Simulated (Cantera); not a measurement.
Feed: 1 mol C₂H₂, 0.99 mol O₂, 1.5 mol H₂, equilibrated at 1423.15 K and 57000 Torr.

Cantera equilibrium calculation (NASA polynomials, part measured and part estimated; ideal gas, pure solids and liquids). Candidate condensed phases: C, C₆H₆, C₇H₈, C₈H₁₈, H₂O; 110 gas species. The ideal-gas law is rough above about 30 bar. Rates play no part.

Base state: H₂ 0.460, CO 0.416, CH₄ 0.0612, H₂O 0.0448, CO₂ 0.0179, C₂H₄ 3.54e-5, C₂H₆ 2.01e-5 (mole fractions); condensed: C(graphite).

Question: What changes in the equilibrium state with this change: O₂ from 0.99 to 0.44 mol?

Answer: 
```json
[
 {"species": "H₂", "before": "0.460", "after": "0.603"},
 {"species": "CO", "before": "0.416", "after": "0.250"},
 {"species": "CH₄", "before": "0.0612", "after": "0.105"},
 {"species": "CO₂", "before": "0.0179", "after": "0.00648"},
 {"species": "H₂O", "before": "0.0448", "after": "0.0353"},
 {"species": "C₂H₆", "before": "2.01e-5", "after": "4.52e-5"},
 {"species": "C₂H₄", "before": "3.54e-5", "after": "6.09e-5"},
 {"species": "C(graphite), mol", "before": "0.0258", "after": "0.933"}
]
```

Question: What changes in the equilibrium state with this change: O₂ from 0.99 to 0.29 mol?

Answer: 
| species | before | after |
|---|---|---|
| H₂ | 0.460 | 0.660 |
| CO | 0.416 | 0.183 |
| CH₄ | 0.0612 | 0.126 |
| CO₂ | 0.0179 | 0.00346 |
| H₂O | 0.0448 | 0.0283 |
| C₂H₆ | 2.01e-5 | 5.92e-5 |
| C₂H₄ | 3.54e-5 | 7.29e-5 |
| C(graphite), mol | 0.0258 | 1.17 |

Question: What changes in the equilibrium state with this change: pressure from 57000 Torr to 18.8 Torr?

Answer: 
| species | before | after |
|---|---|---|
| H₂ | 0.460 | 0.558 |
| CO | 0.416 | 0.442 |
| H | 5.18e-7 | 3.14e-5 |
| CH₄ | 0.0612 | 2.96e-5 |
| H₂O | 0.0448 | 1.90e-5 |
| CO₂ | 0.0179 | 6.64e-6 |
| C₂H₆ | 2.01e-5 | <1e-9 |
| C₂H₄ | 3.54e-5 | 1.72e-8 |
| C(graphite), mol | 0.0258 | 0.0200 |
